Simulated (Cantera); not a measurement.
Charge: 1 mol toluene, 5.1 mol CO₂, equilibrated at 2873.15 K and 14.0 mbar.

These are equilibrium values from Cantera (NASA tables, ideal gas, pure condensed phases), not measurements of a reactor. Candidate condensed phases: C, C₆H₆, C₇H₈, C₈H₁₈, H₂O; 110 gas species. Equilibrium is a limit: real reactors are often held back by kinetics, nucleation or transport.

Base state: CO 0.613, H 0.277, H₂ 0.0970, C₃ 0.00542, C₂H₂ (acetylene) 0.00411, C₂H 0.00166, C 0.00103, C₂ 0.000537 (mole fractions); condensed: C(graphite).

Q: What changes in the equilibrium state with this change: CO₂ from 5.1 to 0.34 mol?

A: 
| species | before | after |
|---|---|---|
| H | 0.277 | 0.523 |
| H₂ | 0.0970 | 0.346 |
| CO | 0.613 | 0.106 |
| C₂H₂ (acetylene) | 0.00411 | 0.0146 |
| CH₂ | 3.58e-6 | 1.28e-5 |
| C₄H₂ | 7.25e-5 | 0.000258 |
| C₂H₂ (vinylidene) | 9.54e-6 | 3.40e-5 |
| C(graphite), mol | 1.39 | 6.30 |

Q: What changes in the equilibrium state with this change: temperature from 2873.15 K to 2373 K?

A: 
| species | before | after |
|---|---|---|
| CO | 0.613 | 0.697 |
| H₂ | 0.0970 | 0.243 |
| H | 0.277 | 0.0582 |
| C₅ | 6.64e-5 | 7.34e-9 |
| C₄ | 1.25e-5 | 1.60e-9 |
| C(graphite), mol | 1.39 | 1.86 |
